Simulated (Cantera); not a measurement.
A perfectly stirred reactor is fed with CH4 : N2 = 1 : 3 (molar parts), at 100000 Pa; it is held at 1598 K, and followed from long to short residence time.

Cantera simulation using GRI-Mech 3.0 (53 species, 325 reactions); the numbers are that mechanism's predictions, not measurements. GRI-Mech 3.0 stops at C3 and has no aromatics, soot or wall deposition, so with more carbon than oxygen in the feed, carbon stays in small species such as C2H2 where larger ones or solid carbon would form.

Q: Predict: x(CH4) at τ = 6.70 s; x(CH2) at τ = 6.70 s; x(C2H2) at τ = 6.70 s; x(H2) at τ = 6.70 s; x(C2H6) at τ = 6.70 s; x(CH4) at τ = 85.0 ms; x(CH2) at τ = 85.0 ms; x(C2H2) at τ = 85.0 ms; x(H2) at τ = 85.0 ms; x(C2H6) at τ = 85.0 ms.

A: 
- x(CH4) at τ = 6.70 s: 0.0243
- x(CH2) at τ = 6.70 s: 4.24e-9
- x(C2H2) at τ = 6.70 s: 0.0878
- x(H2) at τ = 6.70 s: 0.269
- x(C2H6) at τ = 6.70 s: 6.80e-6
- x(CH4) at τ = 85.0 ms: 0.148
- x(CH2) at τ = 85.0 ms: 2.04e-8
- x(C2H2) at τ = 85.0 ms: 0.0385
- x(H2) at τ = 85.0 ms: 0.120
- x(C2H6) at τ = 85.0 ms: 0.000209
